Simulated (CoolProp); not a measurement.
Vapour-liquid equilibrium of nitrogen (1) + oxygen (2) at -175.05 °C; x and y are mole fractions of (1).

Computed with CoolProp (multi-fluid Helmholtz-energy mixture model, Span 2000 and Schmidt 1985; pair parameters Gernert 2013).

```json
[
 {"x": "0.05", "bubble pressure (MPa)": "0.2432", "y at the bubble point": "0.149", "dew pressure at overall composition x (MPa)": "0.2243", "liquid density (mol/L)": "33.90"},
 {"x": "0.15", "bubble pressure (MPa)": "0.2943", "y at the bubble point": "0.358", "dew pressure at overall composition x (MPa)": "0.2433", "liquid density (mol/L)": "32.90"},
 {"x": "0.25", "bubble pressure (MPa)": "0.3419", "y at the bubble point": "…", "dew pressure at overall composition x (MPa)": "…", "liquid density (mol/L)": "31.92"},
 {"x": "0.35", "bubble pressure (MPa)": "0.3873", "y at the bubble point": "0.608", "dew pressure at overall composition x (MPa)": "…", "liquid density (mol/L)": "…"},
 {"x": "0.45", "bubble pressure (MPa)": "0.4315", "y at the bubble point": "0.693", "dew pressure at overall composition x (MPa)": "0.3235", "liquid density (mol/L)": "30.01"},
 {"x": "0.55", "bubble pressure (MPa)": "0.4753", "y at the bubble point": "0.765", "dew pressure at overall composition x (MPa)": "…", "liquid density (mol/L)": "29.08"},
 {"x": "0.65", "bubble pressure (MPa)": "0.5192", "y at the bubble point": "0.827", "dew pressure at overall composition x (MPa)": "0.4082", "liquid density (mol/L)": "28.17"},
 {"x": "0.75", "bubble pressure (MPa)": "0.5638", "y at the bubble point": "…", "dew pressure at overall composition x (MPa)": "0.4657", "liquid density (mol/L)": "27.26"},
 {"x": "0.85", "bubble pressure (MPa)": "0.6094", "y at the bubble point": "0.932", "dew pressure at overall composition x (MPa)": "0.5372", "liquid density (mol/L)": "26.36"},
 {"x": "0.95", "bubble pressure (MPa)": "…", "y at the bubble point": "…", "dew pressure at overall composition x (MPa)": "0.6269", "liquid density (mol/L)": "25.46"}
]
```

### Question
Fill in the missing entries.

### Answer

- 0.25, y at the bubble point: 0.501
- 0.25, dew pressure at overall composition x (MPa): 0.2656
- 0.35, dew pressure at overall composition x (MPa): 0.2919
- 0.35, liquid density (mol/L): 30.96
- 0.55, dew pressure at overall composition x (MPa): 0.3616
- 0.75, y at the bubble point: 0.882
- 0.95, bubble pressure (MPa): 0.6564
- 0.95, y at the bubble point: 0.978

No azeotrope shows between x = 0.05 and 0.95.

Pair parameters are fitted to limited data, so mixtures are less certain than the pure fluids.
